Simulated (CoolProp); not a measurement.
The numbers come from the reference Helmholtz-energy equation of state, Lemmon 2005 in CoolProp. It is a short technical equation, of lower accuracy than the large ones.

Problem. Give the vapour pressure (MPa), enthalpy of vaporisation (kJ/kg), liquid cp (kJ/(kg K)) of saturated trans-2-butene at -36.25 °C.

Solution. 
```csv
T (°C),p (MPa),enthalpy of vaporisation (kJ/kg),liquid cp (kJ/(kg K))
-36.25,0.0190,437,2.09
```
